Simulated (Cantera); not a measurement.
A perfectly stirred reactor is fed with H2 : O2 : N2 = 0.83 : 1 : 0.75 (molar parts), at 100.0 Torr; it is held at 925 K, and followed from long to short residence time.

Model: GRI-Mech 3.0 (53 species, 325 reactions), integrated in Cantera. Radical loss at walls, strong at low pressure, is not modelled. Below about 950 K walls govern HO2 and H2O2 in real vessels. The temperature is held fixed by assumption; the heat of reaction is taken as removed at once.

Q: What does this change do: 0.088 parts H2O added?

A: 
```csv
quantity,before,after
x(H2) at τ = 21.0 s,0.00745,0.00787
x(O2) at τ = 21.0 s,0.273,0.262
x(H2O2) at τ = 21.0 s,0.000162,0.000168
x(HO2) at τ = 21.0 s,3.90e-5,3.93e-5
x(H) at τ = 21.0 s,4.64e-7,4.47e-7
x(H2) at τ = 0.310 s,0.0229,0.0258
x(O2) at τ = 0.310 s,0.278,0.269
x(H2O2) at τ = 0.310 s,5.36e-5,6.55e-5
x(HO2) at τ = 0.310 s,8.99e-5,9.37e-5
x(H) at τ = 0.310 s,2.68e-5,2.52e-5
```
